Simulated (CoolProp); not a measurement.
Vapour-liquid equilibrium of R22 (1) + dimethyl ether (2) at 36.95 °C; x and y are mole fractions of (1).

Computed with CoolProp (multi-fluid Helmholtz-energy mixture model, Kamei 1995 and Wu 2011; pair parameters Bell 2016).

**Question.** Give the bubble pressure and the first vapour's composition at x = 0.05, 0.55, 0.95. Is there an azeotrope?

**Answer.** x = 0.05: 0.8136 MPa, y = 0.043; x = 0.55: 0.8889 MPa, y = 0.653; x = 0.95: 1.351 MPa, y = 0.984. y crosses x between x = 0.15 and 0.25: the model has an azeotrope there.

The pair parameters rest on a limited set of measurements; away from them the model extrapolates.
